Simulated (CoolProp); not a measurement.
Vapour-liquid equilibrium of ethane (1) + hydrogen chloride (2) at 0.15 MPa; x and y are mole fractions of (1).

Values from CoolProp's multi-fluid Helmholtz-energy mixture model, Bücker 2006 and Thol 2018; pair parameters Bell 2016.

Q: Give the bubble temperature and the first vapour's composition at x = 0.05, 0.425, 0.65. Is there an azeotrope?

A: x = 0.05: -81.7 °C, y = 0.220; x = 0.425: -87.2 °C, y = 0.515; x = 0.65: -87.1 °C, y = 0.569. y crosses x between x = 0.5 and 0.575: the model has an azeotrope there.

Pair parameters are fitted to limited data, so mixtures are less certain than the pure fluids.
